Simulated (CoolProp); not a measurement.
Vapour-liquid equilibrium of R113 (1) + n-heptane (2) at 0.155 MPa; x and y are mole fractions of (1).

Computed with CoolProp (multi-fluid Helmholtz-energy mixture model, Marx 1992 and Span 2003; pair parameters Bell 2016).

**Question.** Give the bubble temperature and the first vapour's composition at x = 0.5, 0.65, 0.95. Is there an azeotrope?

**Answer.** x = 0.5: 349.2 K, y = 0.817; x = 0.65: 343.8 K, y = 0.886; x = 0.95: 335.4 K, y = 0.985. No azeotrope shows between x = 0.05 and 0.95.

Pair parameters are fitted to limited data, so mixtures are less certain than the pure fluids.
